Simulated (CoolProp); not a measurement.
Water along the isotherm 350.95 °C: density (kg/m³) from the reference equation and from simpler models built on Tc = 373.9 °C, pc = 220.6 bar, ω = 0.344; each cubic takes its own stable root.

The numbers come from the reference Helmholtz-energy equation of state, Wagner 2002 in CoolProp.

```tsv
p (bar)	phase	reference	van der Waals	Redlich-Kwong
3.16	gas	1.103	1.102	1.103
4.77	gas	1.670	1.668	1.670
7.2	gas	2.532	2.527	2.531
10.9	gas	3.858	3.847	3.857
16.4	gas	5.865	5.837	5.862
24.7	gas	8.978	8.909	8.966
37.3	gas	13.92	13.74	13.88
56.2	gas	21.91	21.42	21.76
84.8	gas	35.78	34.29	35.19
128	gas	64.05	58.08	60.90
193	liquid	592.0	276.9	361.8
291	liquid	638.2	328.8	415.3
439	liquid	678.8	359.5	456.0
663	liquid	719.1	385.9	493.9
1000	liquid	761.1	410.7	531.3
```
